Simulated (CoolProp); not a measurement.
Vapour-liquid equilibrium of cyclohexane (1) + m-xylene (2) at 0.0664 MPa; x and y are mole fractions of (1).

Model: multi-fluid Helmholtz-energy mixture model, Zhou 2014 and Zhou 2012; pair parameters Bell 2016, in CoolProp.

| x | bubble temperature (K) | y at the bubble point | dew temperature at overall composition x (K) | liquid density (mol/L) |
|---|---|---|---|---|
| 0.05 | 389.5 | 0.238 | 395.7 | 7.357 |
| 0.2 | … | 0.617 | 390.8 | 7.620 |
| 0.35 | 362.4 | … | … | 7.840 |
| 0.5 | 355.2 | 0.863 | 378.9 | 8.040 |
| 0.65 | 349.9 | … | 371.0 | 8.234 |
| 0.8 | 345.5 | 0.956 | 360.7 | 8.431 |
| 0.95 | 341.7 | 0.989 | 346.1 | … |

### Question
Fill in the missing entries.

### Answer

- 0.2, bubble temperature (K): 372.9
- 0.35, y at the bubble point: 0.778
- 0.35, dew temperature at overall composition x (K): 385.3
- 0.65, y at the bubble point: 0.916
- 0.95, liquid density (mol/L): 8.637

No azeotrope shows between x = 0.05 and 0.95.

Pair parameters are fitted to limited data, so mixtures are less certain than the pure fluids.
